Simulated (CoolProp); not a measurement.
Vapour-liquid equilibrium of carbon dioxide (1) + 1-butene (2) at 252.1 K; x and y are mole fractions of (1).

Model: multi-fluid Helmholtz-energy mixture model, Span 1996 and Lemmon 2005; pair parameters Bell 2016, in CoolProp.

| x | bubble pressure (kPa) | y at the bubble point | dew pressure at overall composition x (kPa) | liquid density (mol/L) |
|---|---|---|---|---|
| 0.05 | 170.5 | 0.683 | 57.76 | 11.78 |
| 0.125 | 352.1 | 0.851 | 62.71 | 12.32 |
| 0.2 | 533.1 | 0.905 | 68.57 | 12.89 |
| 0.275 | 704.4 | 0.931 | 75.61 | 13.50 |
| 0.35 | 860.4 | 0.945 | 84.25 | 14.16 |
| 0.425 | 999.0 | 0.955 | 95.08 | 14.87 |
| 0.5 | 1122 | 0.962 | 109.1 | 15.64 |
| 0.575 | 1232 | 0.968 | 128.0 | 16.48 |
| 0.65 | 1335 | 0.973 | 154.7 | 17.41 |
| 0.725 | 1437 | 0.977 | 195.6 | 18.43 |
| 0.8 | 1544 | 0.982 | 265.8 | 19.59 |
| 0.875 | 1664 | 0.988 | 414.6 | 20.90 |
| 0.95 | 1802 | 0.995 | 921.1 | 22.40 |

No azeotrope shows between x = 0.05 and 0.95.

Pair parameters are fitted to limited data, so mixtures are less certain than the pure fluids. The gap from Raoult's law changes sign with composition, which may be real or a fault of the pair parameters; it wasn't checked against measurements.
